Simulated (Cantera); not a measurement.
A Cantera script and its output.

```python
import numpy as np
import cantera as ct

gas = ct.Solution("h2o2.yaml")
gas.TPX = 400, 33000, {'H2': 1, 'O2': 0.167, 'N2': 0.627, 'H2O': 0.058}
flame = ct.FreeFlame(gas, width=0.087)
flame.set_refine_criteria(ratio=3, slope=0.08, curve=0.16)
flame.transport_model = "mixture-averaged"
flame.solve(loglevel=0, auto=True)
z, T = flame.grid, flame.T
thick = (T[-1] - T[0]) / np.gradient(T, z).max()
show = ['H2', 'O2', 'H2O', 'H2O2', 'O', 'OH']
print(f"laminar burning velocity  {flame.velocity[0] * 100:.3f} cm/s")
print(f"burnt temperature         {T[-1]:.1f} K")
print(f"thermal thickness         {thick * 1e3:.4f} mm")
print(f"grid points               {len(z)}")
z0 = z[flame.heat_release_rate.argmax()]
print(f"{'z/mm':>9s}{'T/K':>9s}{'u/(m/s)':>9s}" + "".join(f"{s:>11s}" for s in show))
rows = []
for k in (-3, -2, -1.5, -1, -0.5, -0.25, 0, 0.25, 0.5, 1, 2, 4, 8):
    zz = z0 + k * thick
    rows.append([k * thick, np.interp(zz, z, T), np.interp(zz, z, flame.velocity),
                 *(np.interp(zz, z, flame.X[gas.species_index(s)]) for s in show)])
    print(f"{rows[-1][0] * 1e3:9.3f}{rows[-1][1]:9.1f}{rows[-1][2]:9.3f}" + "".join(f"{x:11.3e}" for x in rows[-1][3:]))
```

Result:

```
laminar burning velocity  327.018 cm/s
burnt temperature         1778.1 K
thermal thickness         1.7113 mm
grid points               132
     z/mm      T/K  u/(m/s)         H2         O2        H2O       H2O2          O         OH
   -5.134    400.0    3.270  5.400e-01  9.017e-02  3.132e-02  5.210e-15  2.124e-14  1.359e-16
   -3.423    400.0    3.270  5.400e-01  9.017e-02  3.132e-02  5.831e-13  1.844e-12  1.180e-14
   -2.567    400.0    3.270  5.400e-01  9.017e-02  3.132e-02  1.537e-11  3.750e-11  2.400e-13
   -1.711    400.1    3.271  5.399e-01  9.018e-02  3.132e-02  2.642e-09  3.140e-09  2.548e-11
   -0.856    426.7    3.467  5.362e-01  9.036e-02  3.241e-02  9.101e-06  5.056e-06  3.625e-05
   -0.428    653.6    5.185  5.095e-01  8.422e-02  5.181e-02  1.517e-05  1.063e-04  3.172e-04
    0.000    988.2    7.648  4.448e-01  6.055e-02  1.068e-01  5.110e-07  8.513e-04  4.747e-04
    0.428   1219.7    9.403  3.761e-01  2.063e-02  1.840e-01  1.205e-07  1.112e-03  8.456e-04
    0.856   1321.0   10.174  3.534e-01  3.887e-03  2.164e-01  5.374e-08  3.835e-04  7.484e-04
    1.711   1406.1   10.778  3.540e-01  1.970e-04  2.246e-01  4.033e-08  1.271e-04  7.708e-04
    3.423   1491.6   11.364  3.620e-01  2.868e-05  2.263e-01  3.634e-08  9.430e-05  8.235e-04
    6.845   1575.7   11.930  3.704e-01  1.786e-05  2.278e-01  2.654e-08  6.327e-05  7.895e-04
   13.691   1647.5   12.403  3.779e-01  9.759e-06  2.292e-01  1.561e-08  3.530e-05  6.658e-04
```

Computed with Cantera and the H2/O2 subset of GRI-Mech 3.0, which has no nitrogen chemistry. Burning velocities carry a grid error of a few per cent, more on coarse grids.
